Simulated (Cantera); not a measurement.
A Cantera script and its output.

```python
import numpy as np
import cantera as ct

surf = ct.Interface("diamond.yaml", "diamond_100")
gas, bulk = surf.adjacent["gas"], surf.adjacent["diamond"]
k = surf.kinetics_species_index(bulk.species_names[0])
cover = ["c6HH", "c6H*", "c6*H", "c6**", "c6HM", "c6B"]

rows, drift = [], 0.0
print(f"{'T':>10s}{'um/h':>11s}" + "".join(f"{s:>11s}" for s in cover))
for v in [950, 1025, 1100, 1175, 1250, 1325, 1400]:
    T, P, xH, xCH3 = v, 5400, 0.0011, 0.0011
    gas.TPX = T, P, {"H": xH, "CH3": xCH3, "CH4": 0.0048, "H2": 1 - xH - xCH3 - 0.0048}
    surf.TP = bulk.TP = T, P
    surf.coverages = "c6H*:0.1, c6HH:0.9"
    surf.advance_coverages(100.0)
    before = surf.coverages
    surf.advance_coverages(100.0)
    drift = max(drift, np.max(np.abs(surf.coverages - before) / (surf.coverages + 1e-9)))
    rate = surf.net_production_rates[k] * bulk.mean_molecular_weight / bulk.density * 3.6e9
    rows.append([rate, *surf[cover].coverages])
    print(f"{v:10.4g}{rate:11.4e}" + "".join(f"{x:11.3e}" for x in rows[-1][1:]))
```

Output:

```
         T       um/h       c6HH       c6H*       c6*H       c6**       c6HM        c6B
       950 1.2194e+01  3.673e-01  7.844e-03  1.861e-01  2.888e-03  3.343e-01  3.309e-08
      1025 1.6534e+01  3.950e-01  1.362e-02  2.602e-01  5.789e-03  2.312e-01  4.487e-08
      1100 1.4134e+01  4.404e-01  2.287e-02  3.623e-01  1.089e-02  1.058e-01  3.835e-08
      1175 8.0404e+00  4.527e-01  3.302e-02  4.442e-01  1.707e-02  2.850e-02  2.182e-08
      1250 5.5998e+00  4.336e-01  4.146e-02  4.830e-01  2.261e-02  6.250e-03  1.520e-08
      1325 5.1045e+00  4.130e-01  4.874e-02  4.998e-01  2.761e-02  1.371e-03  1.385e-08
      1400 3.5902e+00  4.003e-01  5.532e-02  5.063e-01  3.239e-02  3.096e-04  9.742e-09
```

Cantera simulation using the Harris–Goodwin 1993 mechanism for the reconstructed diamond (100) surface; the numbers are that mechanism's predictions, not measurements.
